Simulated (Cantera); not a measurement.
An adiabatic, constant-pressure homogeneous reactor starts with 1.45 % C₃H₈, 20.7 % O₂, 77.8 % N₂, equivalence ratio 0.35, at 1575 K and 1880 Torr.

Detailed kinetics in Cantera: GRI-Mech 3.0 (53 species, 325 reactions). GRI-Mech 3.0 was tuned for natural gas; its chemistry of propane as a main component is partial and can be far from experiment.

x: mole fraction; the columns are a selection and need not sum to one.

```
t (s)     T (K)   x C₃H₈   x O₂     x HCO      x C₂H₆     x HO₂
--------  -----  -------  -----  --------  ----------  --------
2.00e-6    1572   0.0140  0.207   2.37e-8  (withheld)   7.67e-5
5.70e-6    1569   0.0123  0.206   5.50e-7  (withheld)  0.000117
1.62e-5    1623  0.00348  0.193   2.34e-5  (withheld)  0.000623
4.62e-5    2110   <1e-12  0.130   9.80e-9      <1e-12   1.55e-5
0.000132   2270   <1e-12  0.131  4.19e-10      <1e-12   5.96e-6
0.000375   2312   <1e-12  0.131  5.09e-11      <1e-12   5.50e-6
0.00107    2313   <1e-12  0.131  4.30e-11      <1e-12   5.54e-6
0.00304    2313   <1e-12  0.131  4.26e-11      <1e-12   5.52e-6
0.00866    2310   <1e-12  0.131  4.15e-11      <1e-12   5.47e-6
0.0247     2305   <1e-12  0.129  3.91e-11      <1e-12   5.34e-6
0.0702     2296   <1e-12  0.127  3.55e-11      <1e-12   5.13e-6
0.200      2291   <1e-12  0.126  3.35e-11      <1e-12   5.01e-6
```

### Question
Complete the blanks.

### Answer

- 2.00e-6, x C₂H₆: 5.58e-6
- 5.70e-6, x C₂H₆: 0.000141
- 1.62e-5, x C₂H₆: 0.000583
